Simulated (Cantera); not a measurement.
## Fluorocarbon and chlorocarbon gases: CHF3 + H2

Input: 1 mol CHF3, 0.51 mol H2, at 3123.15 K.

Equilibrium computed with Cantera from the NASA thermochemical tables; the gas is ideal and each condensed phase is pure. Candidate condensed phases: C, C6H6, C7H8, C8H18; 95 gas species. Gases not in the tables: C2F6 and larger saturated fluorocarbons. Kinetics and transport are ignored.

```json
[
 {"P (Pa)": "1", "x HF": "0.00419", "x F": "0.497", "x H": "0.333", "x C": "0.164", "x CF2": "8.71e-8", "x C3": "0.000126", "x CF": "0.000769", "x C2": "0.00125", "n C(graphite)": "0"},
 {"P (Pa)": "4.20", "x HF": "0.0171", "x F": "0.492", "x H": "0.328", "x C": "0.153", "x CF2": "1.42e-6", "x C3": "0.00183", "x CF": "0.00300", "x C2": "0.00462", "n C(graphite)": "0"},
 {"P (Pa)": "18", "x HF": "0.0668", "x F": "0.479", "x H": "0.306", "x C": "0.113", "x CF2": "1.82e-5", "x C3": "0.0136", "x CF": "0.00925", "x C2": "0.0108", "n C(graphite)": "0"},
 {"P (Pa)": "75", "x HF": "0.197", "x F": "0.434", "x H": "0.239", "x C": "0.0608", "x CF2": "0.000139", "x C3": "0.0365", "x CF": "0.0187", "x C2": "0.0130", "n C(graphite)": "0"},
 {"P (Pa)": "320", "x HF": "0.383", "x F": "0.357", "x H": "0.133", "x C": "0.0269", "x CF2": "0.000758", "x C3": "0.0579", "x CF": "0.0291", "x C2": "0.0109", "n C(graphite)": "0"},
 {"P (Pa)": "1300", "x HF": "0.521", "x F": "0.290", "x H": "0.0546", "x C": "0.0112", "x CF2": "0.00345", "x C3": "0.0684", "x CF": "0.0400", "x C2": "0.00764", "n C(graphite)": "0"},
 {"P (Pa)": "5600", "x HF": "0.636", "x F": "0.268", "x H": "0.0168", "x C": "0.00279", "x CF2": "0.0136", "x C3": "0.0196", "x CF": "0.0396", "x C2": "0.00204", "n C(graphite)": "0.621"},
 {"P (Pa)": "24000", "x HF": "0.688", "x F": "0.226", "x H": "0.00503", "x C": "0.000650", "x CF2": "0.0412", "x C3": "0.00458", "x CF": "0.0333", "x C2": "0.000477", "n C(graphite)": "0.735"},
 {"P (Pa)": "100000", "x HF": "0.729", "x F": "0.158", "x H": "0.00182", "x C": "0.000156", "x CF2": "0.0846", "x C3": "0.00110", "x CF": "0.0234", "x C2": "0.000114", "n C(graphite)": "0.685"}
]
```
x: gas mole fraction; n: condensed amount in mol.

From 1.00 Pa to 13.0 mbar nothing is condensed. From 56.0 mbar to 1.00 bar the condensed part is C(graphite). The main C-bearing gas is C at 1.00 Pa and CF2 at 1.00 bar.
